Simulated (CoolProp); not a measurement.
The fluid at 366.4 K and 1.02 MPa flows at 2.4 m/s in a round tube of 4.6 mm bore and 0.25 µm roughness, fully developed (64/Re and Nu = 3.66 if laminar; Colebrook and Gnielinski if turbulent). The same conditions are run with several fluids, on thermodynamics alone (safety and materials aside).

The numbers come from the reference Helmholtz-energy equation of state of each fluid (R236EA: Rui 2013; ammonia: Gao 2020; propane: Lemmon 2009; normal hydrogen: Leachman 2009; carbon dioxide: Span 1996) in CoolProp.

| fluid | Reynolds number | Darcy friction factor | pressure drop (Pa/m) | heat-transfer coefficient (W/(m² K)) | mass flow (kg/h) |
|---|---|---|---|---|---|
| R236EA | ___ | 0.0210 | 822 | 484 | 8.98 |
| ammonia | 5270 | 0.0369 | 139 | 139 | 0.862 |
| propane | 17700 | 0.0268 | ___ | 291 | 2.33 |
| normal hydrogen | 722 | 0.0886 | ___ | ___ | 0.0964 |
| carbon dioxide | 9150 | 0.0317 | ___ | 139 | ___ |

Task: Some entries are withheld; supply them.

Result: 
- R236EA, Reynolds number: 51000
- propane, pressure drop (Pa/m): 272
- normal hydrogen, pressure drop (Pa/m): 37.3
- normal hydrogen, heat-transfer coefficient (W/(m² K)): 173
- carbon dioxide, pressure drop (Pa/m): 300
- carbon dioxide, mass flow (kg/h): 2.17

Transport values come from each fluid's own correlations; those of R236EA are estimates that may be off by 10 % or more.
